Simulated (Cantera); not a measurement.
Input: 1 mol CS₂, 0.34 mol H₂, 6.1 mol N₂, 0.55 mol H₂O, at 2325 K and 9.00 Torr.

Cantera equilibrium calculation (NASA polynomials, part measured and part estimated; ideal gas, pure solids and liquids). Candidate condensed phases: C, C₆H₆, C₇H₈, C₈H₁₈, H₂O, H₂SO₄, S; 150 gas species. Kinetics and transport are ignored.

Base state: N₂ 0.674, H₂ 0.0790, CO 0.0607, S₂ 0.0562, S 0.0430, CS 0.0425, H 0.0282, SH 0.00885 (mole fractions); condensed: gas only.

Task: What changes in the equilibrium state with this change: pressure from 9.00 Torr to 750 Torr?

Result: 
```
species    before     after
-------  --------  --------
N₂          0.674     0.706
H₂         0.0790    0.0894
S₂         0.0562    0.0643
S          0.0430   0.00504
H          0.0282   0.00329
CS₂       0.00682    0.0309
CS         0.0425    0.0197
SH        0.00885    0.0101
CO         0.0607    0.0635
H₂S      0.000566   0.00626
COS       1.67e-5  0.000170
```
